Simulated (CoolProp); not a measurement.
Aqueous potassium acetate as a coolant, 14 % by mass, freezing at -6.9 °C, 1 atm.

Computed with CoolProp (Melinder's fits for secondary coolants).

```json
[
 {"T (°C)": "-2.7", "Prandtl number": "19.5", "density (kg/m³)": "1076", "viscosity (mPa s)": "2.75", "cp (kJ/(kg K))": "3.665"},
 {"T (°C)": "2.9", "Prandtl number": "15.9", "density (kg/m³)": "1075", "viscosity (mPa s)": "2.27", "cp (kJ/(kg K))": "3.672"},
 {"T (°C)": "8.5", "Prandtl number": "13.2", "density (kg/m³)": "1074", "viscosity (mPa s)": "1.91", "cp (kJ/(kg K))": "3.679"},
 {"T (°C)": "14.2", "Prandtl number": "11.1", "density (kg/m³)": "1072", "viscosity (mPa s)": "1.64", "cp (kJ/(kg K))": "3.686"},
 {"T (°C)": "19.8", "Prandtl number": "9.53", "density (kg/m³)": "1070", "viscosity (mPa s)": "1.42", "cp (kJ/(kg K))": "3.693"},
 {"T (°C)": "25.4", "Prandtl number": "8.28", "density (kg/m³)": "1068", "viscosity (mPa s)": "1.25", "cp (kJ/(kg K))": "3.700"},
 {"T (°C)": "31", "Prandtl number": "7.27", "density (kg/m³)": "1066", "viscosity (mPa s)": "1.11", "cp (kJ/(kg K))": "3.706"},
 {"T (°C)": "36.6", "Prandtl number": "6.43", "density (kg/m³)": "1064", "viscosity (mPa s)": "0.996", "cp (kJ/(kg K))": "3.711"}
]
```
